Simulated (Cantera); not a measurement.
A perfectly stirred reactor is fed with CH₄ : C₂H₆ : C₃H₈ : O₂ : N₂ = 1 : 0.63 : 0.083 : 4.81 : 18.1 (molar parts), equivalence ratio 0.96, at 1.10 bar; it is adiabatic with a 525 K inlet, and is followed from long to short residence time, starting on the burning branch (τ in s: 0.031, 0.014, 0.0059, 0.0026, 0.0011, 0.00048, 0.00021, 9.1e-05, 3.9e-05, 1.7e-05).

Model: GRI-Mech 3.0 (53 species, 325 reactions), integrated in Cantera.

Problem. What does this change do: inlet temperature 525 to 600 K?

Solution. 
| quantity | before | after |
|---|---|---|
| blow-out, bracketed by the residence times tried | burning at 91.0 µs, out at 39.0 µs | burning at 39.0 µs, out at 17.0 µs |
| x(CH₄) at τ = 31.0 ms | 2.73e-6 | 2.34e-6 |
| x(C₂H₆) at τ = 31.0 ms | 2.02e-7 | 1.69e-7 |
| x(C₃H₈) at τ = 31.0 ms | 3.10e-8 | 2.68e-8 |
| x(NO) at τ = 31.0 ms | 0.00147 | 0.00193 |
| x(HCO) at τ = 31.0 ms | 7.13e-8 | 6.99e-8 |
| x(CH₄) at τ = 0.480 ms | 6.77e-5 | 6.08e-5 |
| x(C₂H₆) at τ = 0.480 ms | 9.95e-6 | 8.83e-6 |
| x(C₃H₈) at τ = 0.480 ms | 1.08e-6 | 9.69e-7 |
| x(NO) at τ = 0.480 ms | 0.000128 | 0.000151 |
| x(HCO) at τ = 0.480 ms | 4.12e-6 | 3.97e-6 |

Problem. What does this change do: CH4 1 to 1.5 parts?

Solution. 
| quantity | before | after |
|---|---|---|
| blow-out, bracketed by the residence times tried | burning at 91.0 µs, out at 39.0 µs | burning at 91.0 µs, out at 39.0 µs |
| x(CH₄) at τ = 31.0 ms | 2.73e-6 | 6.20e-6 |
| x(C₂H₆) at τ = 31.0 ms | 2.02e-7 | 2.09e-7 |
| x(C₃H₈) at τ = 31.0 ms | 3.10e-8 | 2.76e-8 |
| x(NO) at τ = 31.0 ms | 0.00147 | 0.000674 |
| x(HCO) at τ = 31.0 ms | 7.13e-8 | 1.16e-7 |
| x(CH₄) at τ = 0.480 ms | 6.77e-5 | 0.000105 |
| x(C₂H₆) at τ = 0.480 ms | 9.95e-6 | 9.24e-6 |
| x(C₃H₈) at τ = 0.480 ms | 1.08e-6 | 9.15e-7 |
| x(NO) at τ = 0.480 ms | 0.000128 | 0.000258 |
| x(HCO) at τ = 0.480 ms | 4.12e-6 | 4.77e-6 |
